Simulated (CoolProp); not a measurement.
Ethanol along the isobar 266 bar: fugacity coefficient from the reference equation and from simpler models built on Tc = 241.6 °C, pc = 62.68 bar, ω = 0.644; each cubic takes its own stable root.

Computed with CoolProp (reference Helmholtz-energy equation of state, Schroeder 2014).

```tsv
T (°C)	phase	reference	van der Waals	Soave-Redlich-Kwong	Peng-Robinson
158.75	liquid	?	0.1984	0.07297	0.06731
182.25	liquid	0.1026	0.2328	0.1153	0.1058
205.75	liquid	0.1519	?	0.1696	0.1552
229.25	liquid	0.2117	0.3047	?	0.2146
252.85	supercritical	0.2802	0.3415	?	?
276.35	supercritical	0.3539	0.3783	?	0.3539
299.85	supercritical	0.4292	0.4147	0.4675	0.4274
323.35	supercritical	0.5021	0.4504	0.5457	0.4994
346.85	supercritical	0.5696	0.4853	0.6194	0.5677
```

Question: Some entries are withheld; supply them.

Answer: 
- 158.75, reference: 0.06460
- 205.75, van der Waals: 0.2683
- 229.25, Soave-Redlich-Kwong: 0.2347
- 252.85, Soave-Redlich-Kwong: 0.3086
- 252.85, Peng-Robinson: 0.2819
- 276.35, Soave-Redlich-Kwong: 0.3874
